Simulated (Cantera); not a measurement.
A counterflow diffusion flame at 1.01 bar, nozzles 20 mm apart: fuel side 41.7 % CH4, 58.3 % N2 at 475 K, oxidiser side 22.0 % O2, 78.0 % N2 at 798 K, fuel mass flux 1.3 times the oxidiser's; mixture-averaged transport, no radiation.

Computed with Cantera and GRI-Mech 3.0 (53 species, 325 reactions). GRI-Mech 3.0 has no aromatics or soot, which form on the fuel side of real flames. The maximum strain rate includes the flame's own expansion and is several times the mean.

x: mole fraction; the columns are a selection and need not sum to one.

```json
[
 {"oxidiser flux (kg/m²/s)": "0.25", "max strain (1/s)": "221", "mean strain (1/s)": "55.8", "T max (K)": "2141", "peak x OH": "0.00830", "peak x H": "0.00394", "peak x NO": "0.000327", "peak x CO": "0.0505", "peak x C2H2": "0.00887"},
 {"oxidiser flux (kg/m²/s)": "0.32", "max strain (1/s)": "278", "mean strain (1/s)": "71.5", "T max (K)": "2130", "peak x OH": "0.00833", "peak x H": "0.00408", "peak x NO": "0.000308", "peak x CO": "0.0501", "peak x C2H2": "0.00853"},
 {"oxidiser flux (kg/m²/s)": "0.41", "max strain (1/s)": "350", "mean strain (1/s)": "91.6", "T max (K)": "2118", "peak x OH": "0.00832", "peak x H": "0.00422", "peak x NO": "0.000287", "peak x CO": "0.0497", "peak x C2H2": "0.00820"},
 {"oxidiser flux (kg/m²/s)": "0.52", "max strain (1/s)": "438", "mean strain (1/s)": "116", "T max (K)": "2107", "peak x OH": "0.00830", "peak x H": "0.00435", "peak x NO": "0.000264", "peak x CO": "0.0493", "peak x C2H2": "0.00784"},
 {"oxidiser flux (kg/m²/s)": "0.66", "max strain (1/s)": "548", "mean strain (1/s)": "147", "T max (K)": "2095", "peak x OH": "0.00826", "peak x H": "0.00447", "peak x NO": "0.000241", "peak x CO": "0.0490", "peak x C2H2": "0.00751"},
 {"oxidiser flux (kg/m²/s)": "0.83", "max strain (1/s)": "…", "mean strain (1/s)": "185", "T max (K)": "2083", "peak x OH": "0.00818", "peak x H": "0.00459", "peak x NO": "…", "peak x CO": "0.0489", "peak x C2H2": "0.00716"},
 {"oxidiser flux (kg/m²/s)": "1.1", "max strain (1/s)": "888", "mean strain (1/s)": "246", "T max (K)": "2068", "peak x OH": "0.00807", "peak x H": "0.00471", "peak x NO": "0.000188", "peak x CO": "0.0488", "peak x C2H2": "0.00673"},
 {"oxidiser flux (kg/m²/s)": "1.3", "max strain (1/s)": "1040", "mean strain (1/s)": "290", "T max (K)": "2058", "peak x OH": "0.00798", "peak x H": "0.00476", "peak x NO": "0.000170", "peak x CO": "0.0488", "peak x C2H2": "0.00643"},
 {"oxidiser flux (kg/m²/s)": "1.7", "max strain (1/s)": "…", "mean strain (1/s)": "380", "T max (K)": "2040", "peak x OH": "0.00776", "peak x H": "0.00480", "peak x NO": "…", "peak x CO": "0.0488", "peak x C2H2": "…"}
]
```

### Question
What belongs in the gaps?

### Answer

- 0.83, max strain (1/s): 680
- 0.83, peak x NO: 0.000218
- 1.7, max strain (1/s): 1340
- 1.7, peak x NO: 0.000140
- 1.7, peak x C2H2: 0.00587
